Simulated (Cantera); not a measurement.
A closed system holds: 1 mol SiH4, 0.027 mol HCl, 2.9 mol H2, 0.026 mol C2H4, at 1925 K and 1.00 bar.

Equilibrium computed with Cantera from the NASA thermochemical tables; the gas is ideal and each condensed phase is pure. Candidate condensed phases: C, C6H6, C7H8, C8H18, Si, SiC; 109 gas species. Mutual solubility and eutectic melting of coexisting phases are not modelled. Gases not in the tables: Si2H6 and higher silanes. Rates play no part.

Base state: H2 0.994, HCl 0.00526, H 0.000953, SiCl2 7.31e-5, SiH2 6.77e-5, CH4 2.12e-5, Si 1.74e-5, SiH 1.41e-5 (mole fractions); condensed: Si(l) + SiC(s).

Question: What changes in the equilibrium state with this change: pressure from 1.00 bar to 0.450 bar?

Answer: 
| species | before | after |
|---|---|---|
| H2 | 0.994 | 0.993 |
| HCl | 0.00526 | 0.00526 |
| H | 0.000953 | 0.00142 |
| Si | 1.74e-5 | 3.87e-5 |
| SiCl2 | 7.31e-5 | 7.31e-5 |
| CH4 | 2.12e-5 | 9.53e-6 |
| SiH | 1.41e-5 | 2.10e-5 |
| SiH2 | 6.77e-5 | 6.77e-5 |
| Si(l), mol | 0.947 | 0.947 |
| SiC(s), mol | 0.0519 | 0.0519 |
